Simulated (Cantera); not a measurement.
A closed system holds: 1 mol Cu, 0.011 mol CO₂, 0.56 mol CO, at 500 °C and 57.0 Pa.

Method: chemical equilibrium by Gibbs-energy minimisation in Cantera with the NASA 1993 tables (ideal gas, pure condensed phases). Candidate condensed phases: C, Cu, CuO, Cu₂O; 15 gas species. Rates play no part.

Base state: CO 0.890, CO₂ 0.110 (mole fractions); condensed: C(graphite) + Cu(s).

What changes in the equilibrium state with this change: temperature from 500 °C to 650 °C?


```tsv
species	before	after
CO	0.890	0.981
CO₂	0.110	0.0193
C(graphite), mol	0.0468	0
Cu(s), mol	1.00	1.00
```

What changes in the equilibrium state with this change: pressure from 57.0 Pa to 25.0 bar?


| species | before | after |
|---|---|---|
| CO₂ | 0.110 | 0.987 |
| CO | 0.890 | 0.0127 |
| C(graphite), mol | 0.0468 | 0.278 |
| Cu(s), mol | 1.00 | 1.00 |
